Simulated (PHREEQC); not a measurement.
Hard or scaling water (model solution)

Make-up at 20 °C: 0.00022 mol/kgw Ca(HCO3)2, 0.0081 mol/kgw NaF and 0.011 mol/kgw KCl. Closed to the air; pH follows from the charge balance.

All values are PHREEQC results (ion-association model, phreeqc.dat), not measurements.

```
Item                          Result
--------------------  --------------
pH                              8.18
ionic strength        0.0197 mol/kgw
specific conductance      2050 µS/cm
total alkalinity        0.440 meq/kg
```

```json
[
 {"species": "Cl-", "molality": "0.0110", "activity": "0.00957", "log γ": "-0.061"},
 {"species": "K+", "molality": "0.0110", "activity": "0.00956", "log γ": "-0.061"},
 {"species": "F-", "molality": "0.00807", "activity": "0.00701", "log γ": "-0.061"},
 {"species": "Na+", "molality": "0.00807", "activity": "0.00706", "log γ": "-0.058"},
 {"species": "HCO3-", "molality": "0.000427", "activity": "0.000375", "log γ": "-0.057"},
 {"species": "Ca+2", "molality": "0.000219", "activity": "0.000130", "log γ": "-0.228"},
 {"species": "NaF", "molality": "2.83e-5", "activity": "2.85e-5", "log γ": "0.002"},
 {"species": "CO2", "molality": "5.92e-6", "activity": "5.95e-6", "log γ": "0.002"},
 {"species": "CO3-2", "molality": "4.05e-6", "activity": "2.39e-6", "log γ": "-0.228"}
]
```

No solid was allowed to form. Examples of supersaturated solids here: Fluorite. Others may be too.
